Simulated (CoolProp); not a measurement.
Vapour-liquid equilibrium of acetone (1) + p-xylene (2) at 466.2 K; x and y are mole fractions of (1).

Model: multi-fluid Helmholtz-energy mixture model, Lemmon 2006 and Zhou 2012; pair parameters Bell 2016, in CoolProp.

| x | bubble pressure (bar) | y at the bubble point | dew pressure at overall composition x (bar) | liquid density (mol/L) |
|---|---|---|---|---|
| 0.05 | 4.916 | 0.273 | 3.788 | 6.649 |
| 0.2 | 8.375 | 0.593 | ? | 6.977 |
| 0.35 | 11.36 | 0.722 | ? | 7.328 |
| 0.5 | 14.14 | 0.802 | 6.981 | 7.705 |
| 0.65 | 16.94 | 0.864 | 9.499 | 8.112 |
| 0.8 | 19.96 | 0.921 | 14.06 | 8.549 |
| 0.95 | ? | 0.979 | 21.64 | ? |

**Question.** Fill in the missing entries.

**Answer.** 
- 0.2, dew pressure at overall composition x (bar): 4.484
- 0.35, dew pressure at overall composition x (bar): 5.473
- 0.95, bubble pressure (bar): 23.39
- 0.95, liquid density (mol/L): 9.018

No azeotrope shows between x = 0.05 and 0.95.

The pair parameters rest on a limited set of measurements; away from them the model extrapolates. The gap from Raoult's law changes sign with composition, which may be real or a fault of the pair parameters; it wasn't checked against measurements.
